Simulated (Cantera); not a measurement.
What does this Cantera script print?

```python
import numpy as np
import cantera as ct

gas_names = """
    C CH CH2 CH3 CH2OH CH3O CH4 CH3OH CO CO2 COOH C2 C2H CHCO,ketyl C2H2,acetylene C2H2,vinylidene
    CH2CO,ketene C2H3,vinyl CH3CO,acetyl C2H4 C2H4O,ethylen CH3CHO,ethanal CH3COOH (HCOOH)2 C2H5 C2H6
    CH3OCH3 C2H5OH C2O C3 C3H3,propargyl C3H4,allene C3H4,propyne C3H4,cyclo- C3H5,allyl C3H6,propylene
    C3H6,cyclo- C3H6O C3H7,n-propyl C3H7,i-propyl C3H8 C3H8O,1propanol C3H8O,2propanol C3O2 C4 C4H2
    C4H4,1,3-cyclo- C4H6,butadiene C4H6,2-butyne C4H6,cyclo- C4H8,1-butene C4H8,cis2-buten
    C4H8,tr2-butene C4H8,isobutene C4H8,cyclo- (CH3COOH)2 C4H9,n-butyl C4H9,i-butyl C4H9,s-butyl
    C4H9,t-butyl C4H10,isobutane C4H10,n-butane C5 C5H6,1,3cyclo- C5H8,cyclo- C5H10,1-pentene
    C5H10,cyclo- C5H11,pentyl C5H11,t-pentyl C5H12,n-pentane C5H12,i-pentane CH3C(CH3)2CH3 C6H2
    C6H5,phenyl C6H5O,phenoxy C6H6 C6H5OH,phenol C6H10,cyclo- C6H12,1-hexene C6H12,cyclo- C6H13,n-hexyl
    C7H7,benzyl C7H8 C7H8O,cresol C7H14,1-heptene C7H15,n-heptyl C7H16,n-heptane C8H8,styrene
    C8H10,ethylbenz C8H16,1-octene C8H17,n-octyl C8H18,isooctane C8H18,n-octane C9H19,n-nonyl
    C10H8,naphthale C10H21,n-decyl C12H9,o-bipheny C12H10,bipheny H HCO HO2 H2 HCHO,formaldehy HCOOH H2O
    H2O2 O OH O2 O3 Si SiC SiC2 SiC4H12 SiH SiH2 SiH3 SiH4 SiO SiO2 Si2 Si2C Si3
""".split()
cond_names = """
    C(gr) C6H6(L) C7H8(L) C8H18(L),n-octa H2O(s) H2O(L) Si(cr) Si(L) SiC(b) SiO2(Lqz) SiO2(hqz) SiO2(L)
""".split()


def load(file, names, dense=False):
    # The tables refer to 1 bar. Condensed volumes are neglected.
    table = {s.name: s for s in ct.Species.list_from_file(file)}
    out = []
    for n in names:
        d = dict(table[n].input_data)
        d["thermo"] = dict(d["thermo"], **{"reference-pressure": 1e5})
        if dense:
            d["equation-of-state"] = {"model": "constant-volume", "density": "1e6 g/cm^3"}
        out.append(ct.Species.from_dict(d))
    return out


gas = ct.Solution(thermo="ideal-gas", species=load("nasa_gas.yaml", gas_names))
cond = {s.name: ct.Solution(thermo="fixed-stoichiometry", species=[s], name=s.name)
        for s in load("nasa_condensed.yaml", cond_names, dense=True)}
atoms = {
    'SiO2': {'Si': 1, 'O': 2},
    'C': {'C': 1},
    'H2': {'H': 2},
}
top_T = {'C(gr)': 4500, 'SiC(b)': 3050}  # K; cautious upper limits of use, not melting points


def equilibrate(T, P, feed):
    n = {}
    for name, mol in feed.items():
        for a, k in atoms[name].items():
            n[a] = n.get(a, 0.0) + k * mol
    gas.TPX = T, P, n
    mass = sum(n.values()) * gas.mean_molecular_weight
    gas.equilibrate("TP")
    valid = [c for c in cond.values() if c.min_temp <= T <= top_T.get(c.name, c.max_temp)]
    mix = ct.Mixture([(gas, mass / gas.mean_molecular_weight)] + [(c, 0.0) for c in valid])
    mix.T, mix.P = T, P
    mix.equilibrate("TP", solver="vcs", rtol=1e-11, max_steps=5000)
    return mix


results = []
feed = {'SiO2': 1, 'C': 0.0058, 'H2': 0.034}  # mol
T = 1750  # K
P = 1000  # Pa
mix = equilibrate(T, P, feed)
results.append((T, P, feed, dict(zip(mix.species_names, mix.species_moles))))
print(gas.report(threshold=1e-05))
for i in range(1, mix.n_phases):
    print(f"{mix.phase(i).name:16s} {mix.phase_moles(i):12.5e} mol")
```

Result:

```
       temperature   1750 K
          pressure   1000 Pa
           density   0.00073445 kg/m^3
  mean mol. weight   10.687 kg/kmol
   phase of matter   gas

                          1 kg             1 kmol
                     ---------------   ---------------
          enthalpy         1.797e+06        1.9203e+07  J
   internal energy        4.3542e+05        4.6531e+06  J
           entropy             23264        2.4861e+05  J/K
    Gibbs function       -3.8916e+07       -4.1587e+08  J
 heat capacity c_p            3190.6             34096  J/K
 heat capacity c_v            2412.5             25782  J/K

                      mass frac. Y      mole frac. X     chem. pot. / RT
                     ---------------   ---------------   ---------------
                CO           0.33283           0.12698           -41.522
               CO2        9.0982e-05        2.2093e-05           -73.349
                 H         0.0001891         0.0020048           -11.983
                H2           0.14017           0.74303           -23.966
               H2O        0.00078896        0.00046801           -55.793
               SiO           0.52593           0.12749            -42.75
     [ +117 minor]        2.5784e-06        8.0146e-07

C(gr)             0.00000e+00 mol
Si(L)             0.00000e+00 mol
SiC(b)            0.00000e+00 mol
SiO2(L)           9.94178e-01 mol
```

Cantera equilibrium calculation (NASA polynomials, part measured and part estimated; ideal gas, pure solids and liquids). The tables hold silica as quartz up to 1696 K and as liquid above; real silica turns to tridymite and cristobalite and melts near 1996 K.
